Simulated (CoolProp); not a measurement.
Properties of cyclopentane along the isotherm 184.25 °C.

Model: reference Helmholtz-energy equation of state, Gedanitz 2015, in CoolProp.

```
p (MPa)   phase       Z  cv (kJ/(kg K))  isothermal compressibility (1/MPa)  expansivity (1/kK)  conductivity (mW/(m K))
-------  ------  ------  --------------  ----------------------------------  ------------------  -----------------------
5.73     liquid  0.1888           1.970                            0.008926               2.863                     80.0
11.5     liquid  0.3637           1.964                            0.005794               2.177                     85.7
17.2     liquid  0.5286           1.962                            0.004390               1.838                     90.4
22.9     liquid  0.6881           1.962                            0.003567               1.624                     94.4
28.6     liquid  0.8435           1.962                            0.003021               1.473                     98.1
34.4     liquid  0.9981           1.964                            0.002623               1.357                      102
40.1     liquid   1.147           1.966                            0.002328               1.266                      105
45.8     liquid   1.294           1.968                            0.002096               1.192                      108
```

Thermal conductivity comes from a separate model (Vassiliou 2015).
